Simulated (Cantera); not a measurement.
Charge: 1 mol SiHCl3, 0.1 mol C2H4, 150 mol H2, at 0.133 bar.

Equilibrium computed with Cantera from the NASA thermochemical tables; the gas is ideal and each condensed phase is pure. Candidate condensed phases: C, C6H6, C7H8, C8H18, Si, SiC; 109 gas species. Mutual solubility and eutectic melting of coexisting phases are not modelled. The tables' values for SiCl3 are old estimates; treat these amounts as uncertain. Rates play no part. All values below are at 1448 K.

Base state: H2 0.981, HCl 0.0176, SiCl2 0.000977, H 2.50e-5, SiCl3 2.24e-5 (mole fractions); condensed: Si(s) + SiC(s).

Task: What changes in the equilibrium state with this change: SiHCl3 replaced by Si(CH3)4?

Result: 
| species | before | after |
|---|---|---|
| H2 | 0.981 | 1.000 |
| CH4 | 2.53e-6 | 0.000444 |
| H | 2.50e-5 | 2.52e-5 |
| HCl | 0.0176 | 0 |
| SiCl2 | 0.000977 | 0 |
| SiCl3 | 2.24e-5 | 0 |
| Si(s), mol | 0.645 | 0 |
| SiC(s), mol | 0.200 | 1.000 |
| C(graphite), mol | 0 | 3.13 |
